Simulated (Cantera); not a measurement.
Input: 1 mol Cu, 2.5 mol F2, held at 0.0320 bar.

Method: chemical equilibrium by Gibbs-energy minimisation in Cantera with the NASA 1993 tables (ideal gas, pure condensed phases). Candidate condensed phases: Cu, CuF2; 6 gas species. Rates play no part. All values below are at 1123 K.

Base state: F 0.768, F2 0.223, CuF2 0.00947 (mole fractions); condensed: CuF2(l).

### Question
What changes in the equilibrium state with this change: pressure from 0.0320 bar to 0.00160 bar?

### Answer
```tsv
species	before	after
F	0.768	0.799
CuF2	0.00947	0.189
F2	0.223	0.0120
CuF2(l), mol	0.977	0.309
```
